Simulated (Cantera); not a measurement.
A perfectly stirred reactor is fed with 8.74 % CH4, 17.5 % O2, 65.7 % N2, 8.04 % CO2, equivalence ratio 1.0, at 760 Torr; it is adiabatic with a 823 K inlet, and is followed from long to short residence time, starting on the burning branch (τ in s: 0.21, 0.094, 0.043, 0.02, 0.0089, 0.0041, 0.0018, 0.00084, 0.00038, 0.00018, 8e-05, 3.6e-05, 1.7e-05).

Cantera simulation using GRI-Mech 3.0 (53 species, 325 reactions); the numbers are that mechanism's predictions, not measurements.

One state of this run: T (K) = 2110; x CH4 = 0.000104; x O2 = 0.0224; x CO2 = 0.123; x OH = 0.00868; x NO = 0.000133; x CH2O = 1.58e-5. x: mole fraction; the columns are a selection and need not sum to one.

Which value of τ (s) does it belong to?
(A) 0.21
(B) 0.00084
(C) 0.0041
(D) 0.00018

B, 0.00084
